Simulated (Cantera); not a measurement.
# Hydrocarbon pyrolysis for carbon deposition

A perfectly stirred reactor is fed with CH4 : N2 = 1 : 22 (molar parts), at 1.00 bar; it is held at 1823 K, and followed from long to short residence time.

Model: GRI-Mech 3.0 (53 species, 325 reactions), integrated in Cantera. GRI-Mech 3.0 stops at C3 and has no aromatics, soot or wall deposition, so with more carbon than oxygen in the feed, carbon stays in small species such as C2H2 where larger ones or solid carbon would form.

| τ (s) | x CH4 | x HCN | x CH3 | x C2H4 | x CH2 |
|---|---|---|---|---|---|
| 3.0 | 0.000929 | 0.000123 | 3.23e-5 | 2.59e-5 | 6.35e-8 |
| 0.75 | 0.00185 | 5.53e-5 | 6.37e-5 | 2.86e-5 | 1.23e-7 |
| 0.18 | 0.00378 | 2.34e-5 | 0.000127 | 4.24e-5 | 2.36e-7 |
| 0.045 | 0.00744 | 9.77e-6 | 0.000244 | 9.92e-5 | 4.25e-7 |
| 0.011 | 0.0141 | 3.52e-6 | 0.000448 | 0.000313 | 7.16e-7 |
| 0.0027 | 0.0240 | 9.49e-7 | 0.000737 | 0.000913 | 1.06e-6 |
| 0.00068 | 0.0348 | 1.33e-7 | 0.000958 | 0.00144 | 1.17e-6 |
x: mole fraction; the columns are a selection and need not sum to one.
